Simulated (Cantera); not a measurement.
Input: 1 mol B, 2.9 mol O2, 79 mol H2, held at 5.20 mbar.

Equilibrium computed with Cantera from the NASA thermochemical tables; the gas is ideal and each condensed phase is pure. Candidate condensed phases: B, B2O3, B3O3H3, H2O; 23 gas species. The numbers say what is thermodynamically allowed, not how fast it happens. All values below are at 1848 K.

Base state: H2 0.932, H2O 0.0486, HBO2 0.0113, H 0.00710, HBO 0.000682, B2O3 0.000213, BO 8.78e-5, OH 2.72e-5 (mole fractions); condensed: gas only.

Q: What changes in the equilibrium state with this change: H2 from 79 to 1.2 mol?

A: 
```csv
species,before,after
O2,3.62e-9,0.470
HBO2,0.0113,0.254
H2O,0.0486,0.237
H2,0.932,0.000399
B2O3,0.000213,0.0220
O,1.58e-7,0.00180
BO2,7.69e-6,0.00834
```
